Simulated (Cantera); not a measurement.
An isothermal plug-flow reactor at 750 K and 1.10 bar (inlet), inlet velocity 1.2 m/s, active area per volume 1700 1/m; feed 2.46 % CO, 3.75 % O2, 92.5 % N2, 1.29 % H2O.

Detailed kinetics in Cantera: Deutschmann's 1995 Pt surface mechanism with GRI-Mech 3.0 gas chemistry. Catalytic surfaces can have several steady states; this one follows from the mechanism file's or the stated starting coverage. Mass transfer to the wall is taken as infinitely fast.

Q: Predict: x(CO) at z = 0.0033 m; x(O2) at z = 0.0033 m; x(H2O) at z = 0.0033 m; x(CO2) at z = 0.0033 m; θ(free Pt) at the exit; θ(O*) at the exit; θ(CO*) at the exit.

A: 
```json
{
 "x(CO) at z = 0.0033 m": "0.0101",
 "x(O2) at z = 0.0033 m": "0.0304",
 "x(H2O) at z = 0.0033 m": "0.0130",
 "x(CO2) at z = 0.0033 m": "0.0147",
 "θ(free Pt) at the exit": "0.0957",
 "θ(O*) at the exit": "0.00736",
 "θ(CO*) at the exit": "0.896"
}
```
